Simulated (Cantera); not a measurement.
An adiabatic, constant-volume homogeneous reactor starts with CH4 : C2H6 : O2 : N2 = 1 : 0.083 : 1.64 : 6.15 (molar parts), equivalence ratio 1.4, at 1200 K and 0.730 atm. Integrator tolerance rtol = 1e-08.

Cantera simulation using GRI-Mech 3.0 (53 species, 325 reactions); the numbers are that mechanism's predictions, not measurements.

### Question
What does this change do: pressure from 0.730 atm to 10.9 atm?

### Answer
```
quantity                                                            before                                      after
---------------------------------  ---------------------------------------  -----------------------------------------
time of steepest temperature rise                                  9.91 ms                                    1.02 ms
temperature at 7.00 s                                               2816 K                                     2983 K
equilibrium temperature                                             2816 K                                     2983 K
x(CH4) at 7.00 s                     <1e-12 (gas-phase equilibrium <1e-12)  4.33e-11 (gas-phase equilibrium 4.95e-11)
x(C2H6) at 7.00 s                    <1e-12 (gas-phase equilibrium <1e-12)      <1e-12 (gas-phase equilibrium <1e-12)
x(O2) at 7.00 s                    0.00227 (gas-phase equilibrium 0.00227)  0.000609 (gas-phase equilibrium 0.000609)
x(CH2) at 7.00 s                     <1e-12 (gas-phase equilibrium <1e-12)  1.86e-11 (gas-phase equilibrium 2.00e-11)
x(HO2) at 7.00 s                   1.48e-6 (gas-phase equilibrium 1.48e-6)    1.57e-6 (gas-phase equilibrium 1.57e-6)
```
